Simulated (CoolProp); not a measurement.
Properties of R1224YDZ along the isotherm 473.1 K.

Model: reference Helmholtz-energy equation of state, Akasaka 2023, in CoolProp.

| p (MPa) | phase | density (kg/m³) | Joule-Thomson coefficient (K/MPa) | isothermal compressibility (1/MPa) | expansivity (1/kK) | fugacity coefficient |
|---|---|---|---|---|---|---|
| 1.85 | gas | 81.79 | 8.053 | 0.6402 | 3.648 | 0.8687 |
| 3.7 | supercritical | 204.5 | 9.443 | 0.4177 | 7.596 | 0.7461 |
| 5.56 | supercritical | 445.0 | 9.240 | 0.4274 | 21.18 | 0.6309 |
| 7.41 | supercritical | 693.1 | 3.272 | 0.1076 | 10.49 | 0.5339 |
| 9.26 | supercritical | 790.4 | 1.680 | 0.04853 | 6.445 | 0.4691 |
| 11.1 | supercritical | 848.1 | 1.065 | 0.03065 | 4.900 | 0.4259 |
| 13 | supercritical | 890.9 | 0.7267 | 0.02209 | 4.045 | 0.3949 |
| 14.8 | supercritical | 922.8 | 0.5252 | 0.01745 | 3.528 | 0.3739 |
| 16.7 | supercritical | 950.9 | 0.3775 | 0.01427 | 3.144 | 0.3577 |
